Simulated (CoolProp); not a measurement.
Vapour-liquid equilibrium of cyclohexane (1) + o-xylene (2) at 173.75 °C; x and y are mole fractions of (1).

Values from CoolProp's multi-fluid Helmholtz-energy mixture model, Zhou 2014 and Zhou 2012; pair parameters Bell 2016.

```json
[
 {"x": "0.05", "bubble pressure (MPa)": "0.2494", "y at the bubble point": "0.195", "dew pressure at overall composition x (MPa)": "0.2172", "liquid density (mol/L)": "6.986"},
 {"x": "0.2", "bubble pressure (MPa)": "0.3664", "y at the bubble point": "0.516", "dew pressure at overall composition x (MPa)": "0.2506", "liquid density (mol/L)": "7.032"},
 {"x": "0.35", "bubble pressure (MPa)": "0.4720", "y at the bubble point": "0.677", "dew pressure at overall composition x (MPa)": "0.2955", "liquid density (mol/L)": "7.076"},
 {"x": "0.5", "bubble pressure (MPa)": "0.5679", "y at the bubble point": "0.778", "dew pressure at overall composition x (MPa)": "0.3583", "liquid density (mol/L)": "7.120"},
 {"x": "0.65", "bubble pressure (MPa)": "0.6577", "y at the bubble point": "0.853", "dew pressure at overall composition x (MPa)": "0.4511", "liquid density (mol/L)": "7.165"},
 {"x": "0.8", "bubble pressure (MPa)": "0.7454", "y at the bubble point": "0.918", "dew pressure at overall composition x (MPa)": "0.5924", "liquid density (mol/L)": "7.216"},
 {"x": "0.95", "bubble pressure (MPa)": "0.8350", "y at the bubble point": "0.979", "dew pressure at overall composition x (MPa)": "0.7921", "liquid density (mol/L)": "7.274"}
]
```

No azeotrope shows between x = 0.05 and 0.95.

Pair parameters are fitted to limited data, so mixtures are less certain than the pure fluids.
